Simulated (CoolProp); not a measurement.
A closed Brayton cycle with carbon dioxide: compressor inlet 307.15 K and 9.1 MPa, high pressure 21.3 MPa, turbine inlet 925 K, compressor efficiency 0.89, turbine efficiency 0.93, recuperator effectiveness 0.8 (on enthalpy, no pinch check). Each further row changes one setting.

The numbers come from the reference Helmholtz-energy equation of state, Span 1996 in CoolProp.

```tsv
case	thermal efficiency (%)	net work (kJ/kg)	compressor to turbine work	compressor exit (K)	turbine exit (K)
as stated	30.6	114	0.14	328.9	811.4
turbine inlet 875 K	30.1	106	0.15	328.9	[?]
compressor inlet 317.15 K	[?]	103	0.22	[?]	811.4
high pressure 18.1 MPa	27.4	94.2	0.13	324.1	[?]
recuperator effectiveness 0.5	[?]	114	0.14	328.9	811.4
```

### Question
What belongs in the gaps?

### Answer

- turbine inlet 875 K, turbine exit (K): 765.4
- compressor inlet 317.15 K, thermal efficiency (%): 30.8
- compressor inlet 317.15 K, compressor exit (K): 368.8
- high pressure 18.1 MPa, turbine exit (K): 832.6
- recuperator effectiveness 0.5, thermal efficiency (%): 20.6
